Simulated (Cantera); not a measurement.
A perfectly stirred reactor is fed with 2.38 % CH4, 1.10 % C2H6, 2.62 % C3H8, 19.7 % O2, 74.2 % N2, equivalence ratio 1.1, at 750 Torr; it is adiabatic with a 750 K inlet, and is followed from long to short residence time, starting on the burning branch (τ in s: 0.063, 0.028, 0.013, 0.0057, 0.0026, 0.0012, 0.00052, 0.00024, 0.00011, 4.8e-05, 2.2e-05).

Computed with Cantera and GRI-Mech 3.0 (53 species, 325 reactions). GRI-Mech 3.0 was tuned for natural gas; its chemistry of propane as a main component is partial and can be far from experiment.

**Question.** Predict: blow-out, bracketed by the residence times tried; x(CH4) at τ = 63.0 ms; x(C2H6) at τ = 63.0 ms; x(C3H8) at τ = 63.0 ms; x(C2H4) at τ = 63.0 ms; x(CH2O) at τ = 63.0 ms; x(CH4) at τ = 1.20 ms; x(C2H6) at τ = 1.20 ms; x(C3H8) at τ = 1.20 ms; x(C2H4) at τ = 1.20 ms; x(CH2O) at τ = 1.20 ms.

**Answer.** 
| Item | Value |
|---|---|
| blow-out, bracketed by the residence times tried | burning at 48.0 µs, out at 22.0 µs |
| x(CH4) at τ = 63.0 ms | 6.98e-7 |
| x(C2H6) at τ = 63.0 ms | 2.44e-8 |
| x(C3H8) at τ = 63.0 ms | 7.05e-8 |
| x(C2H4) at τ = 63.0 ms | 2.59e-7 |
| x(CH2O) at τ = 63.0 ms | 3.38e-7 |
| x(CH4) at τ = 1.20 ms | 1.52e-5 |
| x(C2H6) at τ = 1.20 ms | 1.17e-6 |
| x(C3H8) at τ = 1.20 ms | 2.42e-6 |
| x(C2H4) at τ = 1.20 ms | 5.74e-6 |
| x(CH2O) at τ = 1.20 ms | 8.38e-6 |
